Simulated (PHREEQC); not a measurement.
## Metal-bearing waste water (model solution)

Dissolve 0.055 mol/kgw FeCl3, 0.23 mol/kgw ZnCl2 and 0.093 mol/kgw H2SO4 at 25 °C. Closed to the air; pH follows from the charge balance.

Equilibrium calculation in PHREEQC: ion-association model, phreeqc.dat.

Precipitation was switched off in this run.

### Question
What pH, density does the model give?

### Answer
pH 0.97; density 1.038 g/cm³.

### Question
In which forms is Cl present?

### Answer
Cl- 82 %, ZnCl+ 6.4 %, FeCl+2 2.9 %, FeCl2+ 2.3 %, ZnCl3- 2.3 %, ZnCl2 2.2 % of the Cl.

Saturation is exceeded, for instance for Hematite (slow to form), Goethite (slow to form); the values hold only as long as no solid forms. The ionic strength is past about 0.7 mol/kgw, beyond the range of this activity model, so the values are rough.
